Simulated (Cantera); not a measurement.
Input: 1 mol Fe(CO)₅, 0.76 mol CO, 19 mol N₂, at 902 °C and 0.510 Torr.

Equilibrium computed with Cantera from the NASA thermochemical tables; the gas is ideal and each condensed phase is pure. Candidate condensed phases: C, Fe, Fe(CO)₅, FeO, Fe₂O₃, Fe₃O₄; 27 gas species. Kinetics and transport are ignored.

Base state: N₂ 0.767, CO 0.233 (mole fractions); condensed: Fe(α).

Question: What changes in the equilibrium state with this change: Fe(CO)₅ replaced by PbO?

Answer: 
| species | before | after |
|---|---|---|
| N₂ | 0.767 | 0.915 |
| Pb | 0 | 0.0366 |
| CO₂ | 9.97e-7 | 0.0366 |
| CO | 0.233 | 3.69e-6 |
| PbO | 0 | 0.0115 |
| O₂ | <1e-9 | 1.32e-5 |
| Fe(α), mol | 1.000 | 0 |
Further candidate phases: Pb, PbO, PbO₂, Pb₃O₄.
